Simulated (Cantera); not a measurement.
Input (Python, Cantera) and output of one run.

```python
import numpy as np
import cantera as ct

gas_names = """
    C CO CO2 C2 C2O C3 C3O2 C4 C5 O O2 O3
""".split()
cond_names = """
    C(gr)
""".split()


# ... load() reads the species with a 1 bar reference pressure and builds the phases ...
atoms = {
    'CO2': {'C': 1, 'O': 2},
    'O2': {'O': 2},
}
top_T = {'C(gr)': 4500}  # K; cautious upper limits of use, not melting points


# ... equilibrate(T, P, feed) seeds the gas with the atoms and calls Mixture.equilibrate('TP', solver="vcs", rtol=1e-11, max_steps=5000) ...
results = []
T = 2275  # K
P = 1333.22  # Pa
for m in [0.023, 0.048, 0.099, 0.21, 0.43, 0.88, 1.8]:
    feed = {'CO2': 1, 'O2': m}  # mol
    mix = equilibrate(T, P, feed)
    results.append((T, P, feed, dict(zip(mix.species_names, mix.species_moles))))
    x = sorted(zip(gas.X, gas.species_names), reverse=True)
    print(f"T = {T:g} K  P = {P:g} Pa  n(O2) = {m:g} mol  gas = {mix.phase_moles(0):.4g} mol")
    print("   x: " + "  ".join(f"{s} {v:.3e}" for v, s in x if v > 0.0001))
    print("   condensed (mol): " + ("  ".join(f"{mix.phase(i).name} {mix.phase_moles(i):.4g}"
          for i in range(1, mix.n_phases) if mix.phase_moles(i) > 1e-12) or "none"))
```

Result:

```
T = 2275 K  P = 1333.22 Pa  n(O2) = 0.023 mol  gas = 1.134 mol
   x: CO2 6.977e-01  CO 1.839e-01  O2 1.062e-01  O 1.210e-02
   condensed (mol): none
T = 2275 K  P = 1333.22 Pa  n(O2) = 0.048 mol  gas = 1.155 mol
   x: CO2 6.946e-01  CO 1.716e-01  O2 1.209e-01  O 1.291e-02
   condensed (mol): none
T = 2275 K  P = 1333.22 Pa  n(O2) = 0.099 mol  gas = 1.198 mol
   x: CO2 6.835e-01  CO 1.511e-01  O2 1.510e-01  O 1.443e-02
   condensed (mol): none
T = 2275 K  P = 1333.22 Pa  n(O2) = 0.21 mol  gas = 1.3 mol
   x: CO2 6.488e-01  O2 2.134e-01  CO 1.207e-01  O 1.715e-02
   condensed (mol): none
T = 2275 K  P = 1333.22 Pa  n(O2) = 0.43 mol  gas = 1.512 mol
   x: CO2 5.739e-01  O2 3.177e-01  CO 8.748e-02  O 2.093e-02
   condensed (mol): none
T = 2275 K  P = 1333.22 Pa  n(O2) = 0.88 mol  gas = 1.961 mol
   x: O2 4.647e-01  CO2 4.529e-01  CO 5.708e-02  O 2.531e-02
   condensed (mol): none
T = 2275 K  P = 1333.22 Pa  n(O2) = 1.8 mol  gas = 2.891 mol
   x: O2 6.248e-01  CO2 3.119e-01  CO 3.391e-02  O 2.935e-02
   condensed (mol): none
```

Cantera equilibrium calculation (NASA polynomials, part measured and part estimated; ideal gas, pure solids and liquids).
